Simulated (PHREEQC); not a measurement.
0.086 g of hydrous ferric oxide (600 m²/g; 0.2 weak and 0.005 strong sites per Fe, Dzombak-Morel constants, diffuse double layer) in 1 kg of water with 0.01 mol/kgw of an inert sodium salt and 0.00049 mmol/kgw Na2SO4, at 25 °C; the pH is set by adding NaOH or the inert anion's acid. Oxygen is held at 0.21 atm. No CO2 enters from the air. No solid was allowed to form.

Computed with PHREEQC (ion-association model, wateq4f.dat).

```tsv
pH	S sorbed (%)	surface charge σ (C/m²)	surface potential ψ (mV)
4	99.9	0.215	185
5	(withheld)	0.113	152
5.5	(withheld)	0.076	132
6	77.0	0.049	110
7	6.7	0.017	60
8	0.1	0.001	6
8.5	0.0	-0.005	-22
9	0.0	(withheld)	-49
10	0.0	-0.040	-100
```

Question: Complete the blanks.

Answer: 
- 5, S sorbed (%): 98.8
- 5.5, S sorbed (%): 94.8
- 9, surface charge σ (C/m²): -0.013
